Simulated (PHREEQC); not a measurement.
A solution holds 93 mmol/kgw TMAH, 5.5 mmol/kgw CO2 and 0.053 mmol/kgw (CH3)4NCl, at 25 °C. Closed to the air; pH follows from the charge balance.

The numbers come from PHREEQC with the ion-association model, wateq4f.dat.

No solid was allowed to form.

Problem. Predict the pH, ionic strength.

Solution. pH 12.80; ionic strength 0.0985 mol/kgw.

Species that the database lacks are ignored. (CH3)4N+ isn't in the database: it is added as a free cation with an ion size of 4 Å.
